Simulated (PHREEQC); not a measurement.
Synthetic water in mg/kgw, 25 °C, pH 6.73, pe -0.1: Na 5.22; K 13.1; Ca 33.9; Mg 0.372; Cl 31.5; S(6) as SO4 25.2; Alkalinity as HCO3 60.3; Li 0.00582.

Valence states are taken as typed.

Computed with PHREEQC (ion-association model, phreeqc.dat).

```json
{
  "ionic_strength": "0.00336 mol/kgw",
  "specific_conductance": "267 µS/cm",
  "charge_balance_error": "-2.5 %"
}
```

| species | molality | activity | log γ |
|---|---|---|---|
| HCO3- | 0.000979 | 0.000920 | -0.027 |
| Cl- | 0.000888 | 0.000834 | -0.028 |
| Ca+2 | 0.000816 | 0.000638 | -0.107 |
| CO2 | 0.000385 | 0.000385 | 0.000 |
| K+ | 0.000335 | 0.000314 | -0.028 |
| SO4-2 | 0.000240 | 0.000187 | -0.108 |
| Na+ | 0.000227 | 0.000213 | -0.027 |
| CaSO4 | 2.12e-5 | 2.12e-5 | 0.000 |
| Mg+2 | 1.47e-5 | 1.15e-5 | -0.106 |
| CaHCO3+ | 7.96e-6 | 7.49e-6 | -0.027 |
| Li+ | 8.38e-7 | 7.88e-7 | -0.027 |
| MgSO4 | 5.03e-7 | 5.03e-7 | 0.000 |
| KSO4- | 4.39e-7 | 4.13e-7 | -0.027 |

No solid was allowed to form.
